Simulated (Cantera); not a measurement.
An isothermal, constant-pressure homogeneous reactor starts with CH₄ : CO₂ : H₂ = 1 : 0.79 : 0.31 (molar parts), at 1375 K and 1.01 bar. Integrator tolerance rtol = 1e-08.

Computed with Cantera and GRI-Mech 3.0 (53 species, 325 reactions).

What does this change do: pressure from 1.01 bar to 5.00 bar?


```tsv
quantity	before	after
x(CH₄) at 8.00 s	0.247 (gas-phase equilibrium 0.0524)	0.241 (gas-phase equilibrium 0.0573)
x(CO₂) at 8.00 s	0.176 (gas-phase equilibrium 1.04e-5)	0.126 (gas-phase equilibrium 0.000228)
x(H₂) at 8.00 s	0.208 (gas-phase equilibrium 0.518)	0.158 (gas-phase equilibrium 0.513)
x(C₂H) at 8.00 s	2.49e-10 (gas-phase equilibrium 5.45e-12)	1.31e-10 (gas-phase equilibrium <1e-12)
x(CO) at 8.00 s	0.147 (gas-phase equilibrium 0.428)	0.207 (gas-phase equilibrium 0.429)
x(O) at 8.00 s	<1e-12 (gas-phase equilibrium <1e-12)	<1e-12 (gas-phase equilibrium <1e-12)
x(CH₃) at 8.00 s	2.35e-5 (gas-phase equilibrium 4.97e-6)	1.85e-5 (gas-phase equilibrium 2.46e-6)
```
